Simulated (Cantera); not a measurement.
Ti(OiPr)4 + O2 + H2 (titanium nitride, carbide and oxide coatings)

A closed system holds: 1 mol Ti(OiPr)4, 5.8 mol O2, 300 mol H2.

Cantera equilibrium calculation (NASA polynomials, part measured and part estimated; ideal gas, pure solids and liquids). Candidate condensed phases: C, C6H6, C7H8, C8H18, H2O, Ti, TiC, TiO, TiO2, Ti2O3, Ti3O5, Ti4O7; 113 gas species. The feed counts by its element totals alone. Mutual solubility and eutectic melting of coexisting phases are not modelled. Condensed phases not in the tables: Magnéli phases beyond Ti4O7. Equilibrium is a limit: real reactors are often held back by kinetics, nucleation or transport.

Stable condensed phases:

```
T in °C \ P in Pa
             10     28     77    220    600   1700   4600  13000  36000 100000
   1902       A      A      A      B      B      B      B      B      B      B
   1802       A      B      B      B      B      B      B      B      B      B
   1702       B      B      B      B      B      B      B      B      B      B
   1602       B      B      B      B      B      B      B      B      B      B
   1502       B      B      B      B      B      B      B      B      B      B
   1402       B      B      B      B      B      B      B      B      B      B
   1302       B      B      B      B      B      B      B      B      B      B
   1202       C      C      C      C      C      C      C      C      C      C
   1102       C      C      C      C      C      C      C      C      C      D
   1002       E      E      E      E      E      E      E      E      E      E
    902       E      E      E      E      E      E      E      E      E      E
    802       E      E      E      E      E      E      E      E      E      E
```

A: gas only; B: Ti3O5; C: Ti4O7; D: TiO2 + Ti4O7; E: TiO2.
